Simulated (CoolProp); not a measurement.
Properties of oxygen along the isotherm 168.7 K.

Values from CoolProp's reference Helmholtz-energy equation of state, Schmidt 1985.

```
p (kPa)          phase  cv (kJ/(kg K))  Joule-Thomson coefficient (K/MPa)  isothermal compressibility (1/MPa)  conductivity (mW/(m K))  Prandtl number  fugacity coefficient
-------  -------------  --------------  ---------------------------------  ----------------------------------  -----------------------  --------------  --------------------
841                gas          0.6640                              7.429                               1.245                     16.1           0.777                0.9576
1680               gas          0.6798                              7.437                              0.6582                     17.0           0.817                     …
2520               gas          0.6978                              7.411                              0.4684                     18.0           0.871                0.8749
3360               gas          0.7188                              7.335                              0.3806                     19.3           0.946                0.8342
4210               gas          0.7439                              7.176                              0.3365                     21.0            1.06                0.7934
5050     supercritical          0.7738                              6.889                              0.3202                     23.5               …                0.7533
5890     supercritical          0.8108                              6.382                              0.3270                     27.3            1.56                0.7133
6730     supercritical          0.8539                              5.508                              0.3518                     33.3            2.18                0.6731
7570     supercritical          0.8812                              4.206                              0.3274                     41.9            3.01                0.6330
8410     supercritical          0.8633                              2.936                              0.1946                     48.7            2.95                0.5948
9250     supercritical               …                              2.134                              0.1109                     52.9            2.52                     …
10100    supercritical          0.8242                              1.642                             0.07241                     56.1            2.22                0.5311
10900    supercritical          0.8145                              1.333                             0.05337                     58.6               …                0.5068
11800    supercritical          0.8069                              1.083                             0.04072                     61.0            1.89                0.4833
12600    supercritical          0.8021                                  …                             0.03347                     62.9            1.80                0.4651
```

Problem. Some entries are withheld; supply them.

Solution. 
- 1680, fugacity coefficient: 0.9160
- 5050, Prandtl number: 1.24
- 9250, cv (kJ/(kg K)): 0.8397
- 9250, fugacity coefficient: 0.5608
- 10900, Prandtl number: 2.04
- 12600, Joule-Thomson coefficient (K/MPa): 0.9164

Viscosity comes from a separate model (Lemmon 2004). Thermal conductivity comes from a separate model (Lemmon 2004).
